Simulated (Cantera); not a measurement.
A freely propagating, adiabatic, planar premixed flame of CH4 : O2 : N2 : H2 = 1 : 2.74 : 10.3 : 0.47 (molar parts), equivalence ratio 0.82, unburnt at 675 K and 2.00 bar; mixture-averaged transport, grid criteria slope 0.08 and curve 0.16, no radiation.

Cantera simulation using GRI-Mech 3.0 (53 species, 325 reactions); the numbers are that mechanism's predictions, not measurements. Burning velocities carry a grid error of a few per cent, more on coarse grids.

Task: Predict: laminar burning velocity; thermal thickness; peak x(HCN); peak x(O); peak x(H2O2).

Result: 
- laminar burning velocity = 147 cm/s
- thermal thickness = 0.174 mm
- peak x(HCN) = 1.22e-6
- peak x(O) = 0.00514
- peak x(H2O2) = 2.84e-5
